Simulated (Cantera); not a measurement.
## Ammonia decomposition in nitride growth gas

A perfectly stirred reactor is fed with NH3 : N2 : H2 = 1 : 0.63 : 0.0098 (molar parts), at 1600 Pa; it is held at 2350 K, and followed from long to short residence time.

Computed with Cantera and the gas-phase N/H chemistry of the illustrative SiF4/NH3 mechanism in the Surface Chemkin manual (1991). Walls and surfaces, which speed up NH3 decomposition in real reactors, are not modelled.

```tsv
τ (s)	x NH3	x N2H4	x N2H2	x NH2	x NH	x N2	x H2
19	4.38e-5	<1e-12	2.53e-9	1.16e-5	1.99e-5	0.418	0.536
5.3	0.00288	1.04e-11	8.40e-8	0.000125	3.43e-5	0.426	0.563
1.5	0.0195	1.04e-10	4.43e-7	0.000394	4.99e-5	0.426	0.551
0.42	0.0682	5.74e-10	1.72e-6	0.000924	7.51e-5	0.422	0.506
0.12	0.183	2.33e-9	5.46e-6	0.00186	0.000104	0.414	0.400
0.033	0.370	6.79e-9	1.31e-5	0.00318	0.000121	0.400	0.226
0.0091	0.520	1.28e-8	1.95e-5	0.00436	0.000106	0.389	0.0858
0.0026	0.584	1.45e-8	1.73e-5	0.00464	7.17e-5	0.385	0.0266
```
x: mole fraction; the columns are a selection and need not sum to one.
